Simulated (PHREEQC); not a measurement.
A solution holds 0.0081 mol HF, 0.0073 mol (CH3)4NF, 4e-06 mol H4SiO4 and 0.039 mol HCl per kg of water, at 20 °C. Closed to the air; pH follows from the charge balance.

All values are PHREEQC results (ion-association model, wateq4f.dat), not measurements.

```tsv
quantity	before	after
pH	1.56	2.49
ionic strength (mol/kgw)	0.0395	0.00420
HF (mol/kgw)	0.0137	0.00123
H2F2 (mol/kgw)	0.000591	4.73e-6
F- (mol/kgw)	0.000438	0.000296
HF2- (mol/kgw)	2.23e-5	1.34e-6
```

What was changed between the two runs?
A) 0.0006 mol/kgw K2HPO4 added
B) (CH3)4NF from 0.0073 to 0.0365 mol/kgw
C) diluted 2-fold with water
D) diluted 10-fold with water
E) H4SiO4 left out

D, diluted 10-fold with water

This is a speciation only: nothing precipitates in the calculation. (CH3)4N+ isn't in the database: it is added as a free cation with an ion size of 4 Å. wateq4f.dat counts part of the HF as a dimer, H2F2, which phreeqc.dat doesn't know; its constant is uncertain. SiF6-2 is the database's only silicon fluoride.
